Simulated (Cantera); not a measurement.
# Chemical vapour transport: TiO2 + HCl + H2

Feed: 1 mol TiO2, 0.15 mol HCl, a varied amount of H2, equilibrated at 1100 Pa.

Equilibrium computed with Cantera from the NASA thermochemical tables; the gas is ideal and each condensed phase is pure. Candidate condensed phases: H2O, Ti, TiCl2, TiCl3, TiCl4, TiO, TiO2, Ti2O3, Ti3O5, Ti4O7; 23 gas species. Mutual solubility and eutectic melting of coexisting phases are not modelled. The tables' values for TiCl2 are old estimates. Condensed phases not in the tables: Magnéli phases beyond Ti4O7, TiOCl. Rates play no part.

Problem. Map the stable condensed phases over T = 727, 777, 827, 877, 927, 977, 1027, 1077, 1127, 1177, 1227, 1277, 1327, 1377 °C and n(H2) in mol = 0.14, 0.2, 0.28, 0.39, 0.55, 0.79, 1.1.

Solution. 
```
T in °C \ n(H2) in mol
         0.14  0.2 0.28 0.39 0.55 0.79  1.1
   1377     A    A    A    A    A    A    A
   1327     A    A    A    A    A    A    A
   1277     A    A    A    A    A    A    A
   1227     A    A    A    A    A    A    A
   1177     A    A    A    A    A    A    A
   1127     A    A    A    A    A    A    A
   1077     A    A    A    A    A    A    A
   1027     A    A    A    A    A    A    A
    977     A    A    A    A    A    A    A
    927     B    B    A    A    A    A    A
    877     B    B    B    A    A    A    A
    827     B    B    B    B    A    A    A
    777     B    B    B    B    B    A    A
    727     B    B    B    B    B    B    B
```
A: TiO2 + Ti4O7; B: TiO2.
